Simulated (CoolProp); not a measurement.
The fluid at 293.15 K and 8.31 MPa flows at 8.9 m/s in a round tube of 12.7 mm bore and 0.25 µm roughness, fully developed (64/Re and Nu = 3.66 if laminar; Colebrook and Gnielinski if turbulent). The same conditions are run with several fluids, on thermodynamics alone (safety and materials aside).

Values from CoolProp's reference Helmholtz-energy equation of state of each fluid (carbon dioxide: Span 1996; R407C: Lemmon 2003; R125: Lemmon 2005; propylene: Lemmon 2013; benzene: Thol 2012). Blends and air are pseudo-pure fits.

Problem. Rank carbon dioxide, R407C, R125, propylene, benzene by Reynolds number, highest first.

Solution. carbon dioxide (1210000), R125 (784000), R407C (738000), propylene (542000), benzene (144000)

| fluid | Darcy friction factor | pressure drop (Pa/m) | heat-transfer coefficient (W/(m² K)) | mass flow (kg/h) |
|---|---|---|---|---|
| carbon dioxide | 0.0118 | 30500 | 22700 | 3380 |
| R407C | 0.0126 | 47300 | 15900 | 4870 |
| R125 | 0.0125 | 50300 | 13700 | 5230 |
| propylene | 0.0133 | 22100 | 14100 | 2170 |
| benzene | 0.0168 | 46500 | 10100 | 3590 |

Transport values come from each fluid's own correlations; those of propylene are estimates that may be off by 10 % or more.
